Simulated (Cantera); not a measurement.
Input: 1 mol C6H6, 3 mol H2, equilibrated at 2900 K and 10000 Pa.

Cantera equilibrium calculation (NASA polynomials, part measured and part estimated; ideal gas, pure solids and liquids). Candidate condensed phases: C, C6H6, C7H8, C8H18; 76 gas species. Equilibrium is a limit: real reactors are often held back by kinetics, nucleation or transport.

Base state: H2 0.668, H 0.297, C2H2 (acetylene) 0.0308, C2H 0.00203, C3 0.00103, C4H2 0.000591, C 0.000189, C2 0.000103 (mole fractions); condensed: C(graphite).

Task: What changes in the equilibrium state with this change: C6H6 replaced by CO?

Result: 
| species | before | after |
|---|---|---|
| H2 | 0.668 | 0.521 |
| H | 0.297 | 0.262 |
| CO | 0 | 0.217 |
| C2H2 (acetylene) | 0.0308 | 3.89e-6 |
| C4H2 | 0.000591 | <1e-9 |
| C3 | 0.00103 | 2.14e-9 |
| C(graphite), mol | 5.49 | 0 |
Further candidate phases: H2O.
